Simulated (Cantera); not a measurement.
Feed: 1 mol Si, 15 mol HCl, held at 1325 K and 0.0100 bar.

Cantera equilibrium calculation (NASA polynomials, part measured and part estimated; ideal gas, pure solids and liquids). Candidate condensed phases: Si; 19 gas species. The tables' values for SiCl₃ are old estimates; treat these amounts as uncertain. Rates play no part.

Base state: HCl 0.793, H₂ 0.136, SiCl₄ 0.0616, SiCl₃ 0.00586, SiCl₂ 0.00303, SiHCl₃ 0.000538, Cl 2.95e-5 (mole fractions); condensed: gas only.

What changes in the equilibrium state with this change: temperature from 1325 K to 948.15 K?


| species | before | after |
|---|---|---|
| HCl | 0.793 | 0.786 |
| H₂ | 0.136 | 0.143 |
| SiCl₄ | 0.0616 | 0.0714 |
| SiCl₂ | 0.00303 | 8.40e-8 |
| Cl | 2.95e-5 | 1.04e-8 |
| SiCl₃ | 0.00586 | 1.33e-5 |
| SiHCl₃ | 0.000538 | 5.85e-5 |
